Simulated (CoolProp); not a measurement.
Values from CoolProp's reference Helmholtz-energy equation of state, Lemmon 2006. It is a short technical equation, of lower accuracy than the large ones.

Question: Give the vapour pressure (MPa), liquid density (kg/m³), vapour density (kg/m³), enthalpy of vaporisation (kJ/kg) of saturated nitrous oxide at 227.7, 295.2 K.

Answer: 
| T (K) | p (MPa) | liquid density (kg/m³) | vapour density (kg/m³) | enthalpy of vaporisation (kJ/kg) |
|---|---|---|---|---|
| 227.7 | 0.770 | 1090 | 20.1 | 319 |
| 295.2 | 5.29 | 769 | 170 | 161 |
